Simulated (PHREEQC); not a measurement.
A solution holds 0.056 mol/kgw Cu(BF4)2, 0.67 mol/kgw H2SO4 and 0.0023 mol/kgw NaCl, at 25 °C. Closed to the air; pH follows from the charge balance.

Equilibrium calculation in PHREEQC: ion-association model, wateq4f.dat.

Precipitation was switched off in this run.

**Question.** Order these S species by the share of S that they hold, largest first: CuSO4, HSO4-, SO4-2.

**Answer.** HSO4- (91 %), SO4-2 (6.8 %), CuSO4 (1.7 %)

**Question.** Order these B species by the share of B that they hold, largest first: BF3OH-, BF4-, BF2(OH)2-, H3BO3.

**Answer.** BF4- (95 %), H3BO3 (3.5 %), BF3OH- (1.7 %), BF2(OH)2- (0.11 %)

The pH is 0.27 and the ionic strength 0.905 mol/kgw. Caution: at this ionic strength the ion-association model is outside its range; a Pitzer model would be the better tool where its parameters exist. Real BF4- forms and hydrolyses slowly; the run takes it at equilibrium.
